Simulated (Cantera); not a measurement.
Feed: 1 mol SiC, 6.7 mol H₂, at 3000 Torr.

Cantera equilibrium calculation (NASA polynomials, part measured and part estimated; ideal gas, pure solids and liquids). Candidate condensed phases: C, C₆H₆, C₇H₈, C₈H₁₈, Si, SiC; 87 gas species. Mutual solubility and eutectic melting of coexisting phases are not modelled. Kinetics and transport are ignored.

Question: At 1523 K, list the 3 most abundant gas species with their mole fractions, and the condensed phases.

Answer: H₂ 1.000, CH₄ 7.33e-5, H 1.16e-5. Condensed: Si(s) + SiC(s).
